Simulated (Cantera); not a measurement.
Charge: 1 mol CCl4, 0.031 mol CH4, 12 mol H2, at 11.0 Pa.

Cantera equilibrium calculation (NASA polynomials, part measured and part estimated; ideal gas, pure solids and liquids). Candidate condensed phases: C, C6H6, C7H8, C8H18; 91 gas species. Kinetics and transport are ignored. All values below are at 2675 °C.

Base state: H 0.826, Cl 0.138, C 0.0276, H2 0.00417, C2 0.00160, C3 0.00158, HCl 0.00102, C2H 6.92e-5 (mole fractions); condensed: gas only.

Problem. What changes in the equilibrium state with this change: CCl4 replaced by CF4?

Solution. 
```
species   before     after
-------  -------  --------
H          0.826     0.816
F              0    0.0781
HF             0    0.0692
Cl         0.138         0
C         0.0276    0.0286
HCl      0.00102         0
CF             0  0.000830
C3       0.00158   0.00174
C2       0.00160   0.00170
```

Problem. What changes in the equilibrium state with this change: H2 from 12 to 3.4 mol?

Solution. 
| species | before | after |
|---|---|---|
| H | 0.826 | 0.589 |
| Cl | 0.138 | 0.342 |
| C | 0.0276 | 0.0499 |
| C3 | 0.00158 | 0.00930 |
| C2 | 0.00160 | 0.00522 |
| C2H | 6.92e-5 | 0.000161 |
